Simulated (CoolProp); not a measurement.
Vapour-liquid equilibrium of benzene (1) + p-xylene (2) at 0.319 MPa; x and y are mole fractions of (1).

The numbers come from the multi-fluid Helmholtz-energy mixture model, Thol 2012 and Zhou 2012; pair parameters Bell 2016 in CoolProp.

| x | bubble temperature (K) | y at the bubble point | dew temperature at overall composition x (K) | liquid density (mol/L) |
|---|---|---|---|---|
| 0.05 | 455.0 | 0.139 | 458.4 | 6.751 |
| 0.125 | 447.6 | 0.315 | 455.6 | 6.965 |
| 0.2 | 440.7 | 0.457 | 452.5 | 7.182 |
| 0.275 | 434.4 | 0.570 | 449.3 | 7.400 |
| 0.35 | 428.7 | 0.661 | 445.9 | 7.622 |
| 0.425 | 423.5 | 0.735 | 442.3 | 7.847 |
| 0.5 | 418.7 | 0.794 | 438.4 | 8.076 |
| 0.575 | 414.4 | 0.842 | 434.1 | 8.310 |
| 0.65 | 410.5 | 0.882 | 429.4 | 8.550 |
| 0.725 | 406.8 | 0.916 | 424.2 | 8.797 |
| 0.8 | 403.5 | 0.944 | 418.2 | 9.052 |
| 0.875 | 400.4 | 0.967 | 411.2 | 9.316 |
| 0.95 | 397.5 | 0.988 | 402.7 | 9.590 |

No azeotrope shows between x = 0.05 and 0.95.

Pair parameters are fitted to limited data, so mixtures are less certain than the pure fluids.
